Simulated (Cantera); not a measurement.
A Cantera script and its output.

```python
import numpy as np
import cantera as ct

gas = ct.Solution("gri30.yaml")
gas.TPX = 2175, 13332, {'NO': 1, 'N2': 5.3}
reactor = ct.IdealGasConstPressureReactor(gas, energy="off", clone=False)
net = ct.ReactorNet([reactor])
net.rtol, net.atol = 1e-08, 1e-18
show = ['NO', 'O2', 'N2O', 'N2', 'O', 'NO2']
times = np.geomspace(1e-06, 5, 13)

steps = ct.SolutionArray(gas, extra=["t"])
rows = []
print(f"{'t/s':>10s}{'T/K':>9s}{'P/Pa':>11s}" + "".join(f"{s:>11s}" for s in show))
for t in times:
    while net.time < t:
        t_next = net.step()
        steps.append(gas.state, t=t_next)
    rows.append([np.interp(t, steps.t, y) for y in (steps.T, steps.P, *steps(*show).X.T)])
    print(f"{t:10.3e}{rows[-1][0]:9.1f}{rows[-1][1]:11.4g}" + "".join(f"{x:11.3e}" for x in rows[-1][2:]))
rate = np.gradient(steps.T, steps.t)
print("integrator steps:", len(steps.t))
if steps.T.max() > steps.T[0] + 200:
    print(f"time of steepest temperature rise: {steps.t[rate.argmax()]:.4e} s")
gas.TPX = 2175, 13332, {'NO': 1, 'N2': 5.3}
gas.equilibrate("TP")
print(f"equilibrium (TP): T = {gas.T:.1f} K  " + "  ".join(f"{s} {gas[s].X[0]:.3e}" for s in show))
```

Result:

```
       t/s      T/K       P/Pa         NO         O2        N2O         N2          O        NO2
 1.000e-06   2175.0  1.333e+04  1.587e-01  4.375e-13  1.255e-08  8.413e-01  1.256e-08  1.129e-12
 3.616e-06   2175.0  1.333e+04  1.587e-01  5.727e-12  4.532e-08  8.413e-01  4.546e-08  1.469e-11
 1.308e-05   2175.0  1.333e+04  1.587e-01  7.504e-11  1.632e-07  8.413e-01  1.650e-07  1.883e-10
 4.729e-05   2175.0  1.333e+04  1.587e-01  9.921e-10  5.805e-07  8.413e-01  6.045e-07  2.308e-09
 1.710e-04   2175.0  1.333e+04  1.587e-01  1.338e-08  1.981e-06  8.413e-01  2.288e-06  2.428e-08
 6.184e-04   2175.0  1.333e+04  1.587e-01  1.941e-07  5.867e-06  8.413e-01  9.467e-06  1.850e-07
 2.236e-03   2175.0  1.333e+04  1.587e-01  3.202e-06  1.157e-05  8.413e-01  4.320e-05  1.032e-06
 8.086e-03   2175.0  1.333e+04  1.584e-01  5.360e-05  1.279e-05  8.413e-01  1.718e-04  4.141e-06
 2.924e-02   2175.0  1.333e+04  1.570e-01  6.492e-04  1.203e-05  8.420e-01  4.007e-04  9.073e-06
 1.057e-01   2175.0  1.333e+04  1.502e-01  3.950e-03  1.072e-05  8.453e-01  5.594e-04  1.253e-05
 3.824e-01   2175.0  1.333e+04  1.210e-01  1.833e-02  6.581e-06  8.597e-01  9.317e-04  1.782e-05
 1.383e+00   2175.0  1.333e+04  4.107e-02  5.799e-02  8.092e-07  8.994e-01  1.541e-03  1.039e-05
 5.000e+00   2175.0  1.333e+04  8.061e-03  7.440e-02  1.706e-07  9.158e-01  1.731e-03  2.306e-06
integrator steps: 861
equilibrium (TP): T = 2175.0 K  NO 7.689e-03  O2 7.458e-02  N2O 1.685e-07  N2 9.160e-01  O 1.733e-03  NO2 2.202e-06
```

Model: GRI-Mech 3.0 (53 species, 325 reactions), integrated in Cantera.
